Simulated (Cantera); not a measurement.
**Fe(CO)₅ + H₂ + CO (iron carbonyl, mercury and lead vapours)**

A closed system holds: 1 mol Fe(CO)₅, 8.1 mol H₂, 1.2 mol CO, equilibrated at 652 °C.

Method: chemical equilibrium by Gibbs-energy minimisation in Cantera with the NASA 1993 tables (ideal gas, pure condensed phases). Candidate condensed phases: C, C₆H₆, C₇H₈, C₈H₁₈, Fe, Fe(CO)₅, FeO, Fe(OH)₂, Fe(OH)₃, Fe₂O₃, Fe₃O₄, H₂O; 114 gas species. The tables' stoichiometric FeO is somewhat more stable than real wüstite, so its field is too wide. FeO: taken at fixed stoichiometry. Condensed phases not in the tables: cementite and carbon dissolved in iron. Equilibrium is a limit: real reactors are often held back by kinetics, nucleation or transport.

From 0.0750 Torr to 97.5 Torr the condensed part is C(graphite) + Fe(α). From 420 Torr to 7500 Torr the condensed part is C(graphite) + FeO(s).

| P (Pa) | x H₂ | x CO | x H₂O | x CH₄ | x CO₂ | x C₂H₆ | x C₂H₄ | n C(graphite) | n Fe(α) | n FeO(s) |
|---|---|---|---|---|---|---|---|---|---|---|
| 10 | 0.566 | 0.433 | 3.65e-5 | 7.28e-6 | 5.65e-5 | <1e-12 | 1.30e-11 | 0.00123 | 1.00 | 0 |
| 42 | 0.566 | 0.433 | 0.000153 | 3.06e-5 | 0.000237 | <1e-12 | 5.47e-11 | 0.00514 | 1.00 | 0 |
| 180 | 0.567 | 0.432 | 0.000654 | 0.000131 | 0.00101 | 2.63e-12 | 2.35e-10 | 0.0219 | 1.00 | 0 |
| 750 | 0.567 | 0.426 | 0.00269 | 0.000547 | 0.00409 | 4.57e-11 | 9.78e-10 | 0.0885 | 1.00 | 0 |
| 3200 | 0.567 | 0.404 | 0.0109 | 0.00234 | 0.0157 | 8.34e-10 | 4.18e-9 | 0.337 | 1.00 | 0 |
| 13000 | 0.563 | 0.344 | 0.0374 | 0.00935 | 0.0462 | 1.35e-8 | 1.67e-8 | 0.972 | 1.00 | 0 |
| 56000 | 0.562 | 0.217 | 0.102 | 0.0401 | 0.0794 | 2.48e-7 | 7.18e-8 | 2.53 | 0 | 1.00 |
| 240000 | 0.448 | 0.126 | 0.202 | 0.109 | 0.115 | 2.31e-6 | 1.96e-7 | 2.93 | 0 | 1.00 |
| 1000000 | 0.297 | 0.0675 | 0.298 | 0.200 | 0.137 | 1.17e-5 | 3.58e-7 | 2.91 | 0 | 1.00 |
x: gas mole fraction; n: condensed amount in mol.
